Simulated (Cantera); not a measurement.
Charge: 1 mol Fe₂O₃, 1.7 mol Cl₂, 0.36 mol H₂, equilibrated at 1225 °C and 0.120 bar.

Method: chemical equilibrium by Gibbs-energy minimisation in Cantera with the NASA 1993 tables (ideal gas, pure condensed phases). Candidate condensed phases: Fe, FeCl₂, FeCl₃, FeO, Fe(OH)₂, Fe(OH)₃, Fe₂O₃, Fe₃O₄, H₂O; 22 gas species. Rates play no part.

Base state: FeCl₂ 0.273, O₂ 0.267, HCl 0.253, FeCl₃ 0.0860, Cl₂ 0.0709, Cl 0.0443, H₂O 0.00508, Fe₂Cl₄ 0.000357 (mole fractions); condensed: Fe₂O₃(s).

**Question.** What changes in the equilibrium state with this change: temperature from 1225 °C to 1400 °C?

**Answer.** 
```json
[
 {"species": "FeCl₂", "before": "0.273", "after": "0.368"},
 {"species": "O₂", "before": "0.267", "after": "0.309"},
 {"species": "HCl", "before": "0.253", "after": "0.214"},
 {"species": "FeCl₃", "before": "0.0860", "after": "0.0218"},
 {"species": "Cl₂", "before": "0.0709", "after": "0.0160"},
 {"species": "H₂O", "before": "0.00508", "after": "0.0104"},
 {"species": "Cl", "before": "0.0443", "after": "0.0608"},
 {"species": "O", "before": "5.89e-6", "after": "5.37e-5"},
 {"species": "OH", "before": "3.13e-5", "after": "0.000182"},
 {"species": "Fe₂Cl₄", "before": "0.000357", "after": "0.000202"},
 {"species": "ClO", "before": "0.000196", "after": "0.000236"},
 {"species": "HOCl", "before": "1.43e-5", "after": "1.49e-5"},
 {"species": "Fe₂O₃(s), mol", "before": "0.509", "after": "0"},
 {"species": "Fe₃O₄(s), mol", "before": "0", "after": "0.268"}
]
```
